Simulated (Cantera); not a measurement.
Input (Python, Cantera):

```python
import numpy as np
import cantera as ct

surf = ct.Interface("diamond.yaml", "diamond_100")
gas, bulk = surf.adjacent["gas"], surf.adjacent["diamond"]
k = surf.kinetics_species_index(bulk.species_names[0])
cover = ["c6HH", "c6H*", "c6*H", "c6**", "c6HM", "c6B"]

rows, drift = [], 0.0
print(f"{'P':>10s}{'um/h':>11s}" + "".join(f"{s:>11s}" for s in cover))
for v in [380, 750, 1500, 2900, 5600, 11000, 21000, 41000]:
    T, P, xH, xCH3 = 1025, v, 0.00094, 2e-05
    gas.TPX = T, P, {"H": xH, "CH3": xCH3, "CH4": 0.0085, "H2": 1 - xH - xCH3 - 0.0085}
    surf.TP = bulk.TP = T, P
    surf.coverages = "c6H*:0.1, c6HH:0.9"
    surf.advance_coverages(100.0)
    before = surf.coverages
    surf.advance_coverages(100.0)
    drift = max(drift, np.max(np.abs(surf.coverages - before) / (surf.coverages + 1e-9)))
    rate = surf.net_production_rates[k] * bulk.mean_molecular_weight / bulk.density * 3.6e9
    rows.append([rate, *surf[cover].coverages])
    print(f"{v:10.4g}{rate:11.4e}" + "".join(f"{x:11.3e}" for x in rows[-1][1:]))
```

Result:

```
         P       um/h       c6HH       c6H*       c6*H       c6**       c6HM        c6B
       380 8.2329e-03  5.783e-01  2.032e-02  3.885e-01  1.044e-02  1.712e-03  2.234e-11
       750 2.5991e-02  5.773e-01  2.029e-02  3.878e-01  1.042e-02  2.893e-03  7.053e-11
      1500 7.8172e-02  5.761e-01  2.024e-02  3.869e-01  1.039e-02  4.481e-03  2.121e-10
      2900 2.0264e-01  5.748e-01  2.020e-02  3.860e-01  1.037e-02  6.097e-03  5.499e-10
      5600 4.7722e-01  5.737e-01  2.016e-02  3.853e-01  1.035e-02  7.492e-03  1.295e-09
   1.1e+04 1.0618e+00  5.728e-01  2.014e-02  3.847e-01  1.034e-02  8.521e-03  2.881e-09
   2.1e+04 2.1703e+00  5.724e-01  2.015e-02  3.843e-01  1.033e-02  9.141e-03  5.889e-09
   4.1e+04 4.4056e+00  5.721e-01  2.017e-02  3.840e-01  1.033e-02  9.514e-03  1.195e-08
```

Detailed kinetics in Cantera: the Harris–Goodwin 1993 mechanism for the reconstructed diamond (100) surface.
